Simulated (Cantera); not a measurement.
Feed: 1 mol V2O3, 1200 mol H2, 0.14 mol H2O, equilibrated at 100 Torr.

Method: chemical equilibrium by Gibbs-energy minimisation in Cantera with the NASA 1993 tables (ideal gas, pure condensed phases). Candidate condensed phases: H2O, V, VO, V2O3, V2O4, V2O5; 12 gas species. Mutual solubility and eutectic melting of coexisting phases are not modelled. VO: taken at fixed stoichiometry. Condensed phases not in the tables: the oxides between V2O3 and V2O5 other than VO2. Equilibrium is a limit: real reactors are often held back by kinetics, nucleation or transport.

x: gas mole fraction; n: condensed amount in mol.

| T (K) | x H2 | x H | x H2O | x VO | x V | x VO2 | n V2O3(s) | n VO(s) | n VO(l) |
|---|---|---|---|---|---|---|---|---|---|
| 900 | 1.000 | 3.20e-10 | 0.000117 | <1e-12 | <1e-12 | <1e-12 | 1.00 | 0 | 0 |
| 1000 | 1.000 | 6.22e-9 | 0.000117 | <1e-12 | <1e-12 | <1e-12 | 1.00 | 0 | 0 |
| 1100 | 1.000 | 7.08e-8 | 0.000173 | <1e-12 | <1e-12 | <1e-12 | 0.932 | 0.136 | 0 |
| 1200 | 1.000 | 5.40e-7 | 0.000451 | <1e-12 | <1e-12 | <1e-12 | 0.599 | 0.802 | 0 |
| 1300 | 0.999 | 3.03e-6 | 0.000950 | <1e-12 | <1e-12 | [?] | 0 | 2.00 | 0 |
| 1400 | 0.999 | 1.33e-5 | 0.000950 | 1.88e-11 | <1e-12 | [?] | 0 | 2.00 | 0 |
| 1500 | 0.999 | 4.82e-5 | 0.000950 | 3.99e-10 | 8.98e-12 | [?] | 0 | 2.00 | 0 |
| 1600 | 0.999 | 0.000149 | 0.000950 | 5.68e-9 | 2.65e-10 | [?] | 0 | 2.00 | 0 |
| 1700 | 0.999 | 0.000403 | 0.000950 | 5.84e-8 | 5.19e-9 | [?] | 0 | 2.00 | 0 |
| 1800 | 0.998 | 0.000980 | 0.000949 | 4.57e-7 | 7.21e-8 | [?] | 0 | 2.00 | 0 |
| 1900 | 0.997 | 0.00217 | 0.000949 | 2.84e-6 | 7.51e-7 | [?] | 0 | 1.99 | 0 |
| 2000 | 0.995 | 0.00444 | 0.000950 | 1.46e-5 | 6.10e-6 | [?] | 0 | 1.97 | 0 |
| 2100 | 0.990 | 0.00849 | 0.000972 | 5.98e-5 | 3.71e-5 | [?] | 0 | 0 | 1.87 |
| 2200 | 0.983 | 0.0153 | 0.00107 | 0.000196 | 0.000161 | [?] | 0 | 0 | 1.54 |

Task: Some entries are withheld; supply them.

Result: 
- 1300, x VO2: 3.94e-12
- 1400, x VO2: 6.63e-11
- 1500, x VO2: 7.55e-10
- 1600, x VO2: 6.26e-9
- 1700, x VO2: 4.00e-8
- 1800, x VO2: 2.05e-7
- 1900, x VO2: 8.79e-7
- 2000, x VO2: 3.23e-6
- 2100, x VO2: 1.00e-5
- 2200, x VO2: 2.77e-5
